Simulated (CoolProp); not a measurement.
Properties of CHF3 (R23) along the isotherm 42.75 °C (Tc = 26.1 °C, pc = 4.832 MPa, ω = 0.263).

The numbers come from the reference Helmholtz-energy equation of state, Penoncello 2003 in CoolProp.

```
p (MPa)  phase       Z  cv (kJ/(kg K))
-------  -----  ------  --------------
0.00764    gas  0.9995          0.6362
0.0157     gas  0.9990          0.6364
0.0322     gas  0.9980          0.6367
0.0662     gas  0.9959          0.6375
0.136      gas  0.9915          0.6390
0.279      gas  0.9825          0.6422
0.573      gas  0.9637          0.6491
1.18       gas  0.9234          0.6642
2.42       gas  0.8341          0.7007
```
